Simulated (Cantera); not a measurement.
Input: 1 mol Pb, 1.3 mol CO2, 13 mol N2, equilibrated at 1350 K and 10000 Pa.

Method: chemical equilibrium by Gibbs-energy minimisation in Cantera with the NASA 1993 tables (ideal gas, pure condensed phases). Candidate condensed phases: C, Pb, PbO, PbO2, Pb3O4; 27 gas species. Gases not in the tables: (PbO)n polymers. The numbers say what is thermodynamically allowed, not how fast it happens.

Base state: N2 0.864, CO2 0.0853, Pb 0.0489, CO 0.00102, PbO 0.00102 (mole fractions); condensed: Pb(l).

Problem. What changes in the equilibrium state with this change: pressure from 10000 Pa to 1000 Pa?

Solution. 
```tsv
species	before	after
N2	0.864	0.850
CO2	0.0853	0.0838
Pb	0.0489	0.0642
CO	0.00102	0.00116
PbO	0.00102	0.00116
Pb(l), mol	0.248	0
```

Problem. What changes in the equilibrium state with this change: pressure from 10000 Pa to 7800 Pa?

Solution. 
```json
[
 {"species": "N2", "before": "0.864", "after": "0.851"},
 {"species": "CO2", "before": "0.0853", "after": "0.0840"},
 {"species": "Pb", "before": "0.0489", "after": "0.0627"},
 {"species": "PbO", "before": "0.00102", "after": "0.00115"},
 {"species": "CO", "before": "0.00102", "after": "0.00115"},
 {"species": "Pb(l), mol", "before": "0.248", "after": "0.0240"}
]
```
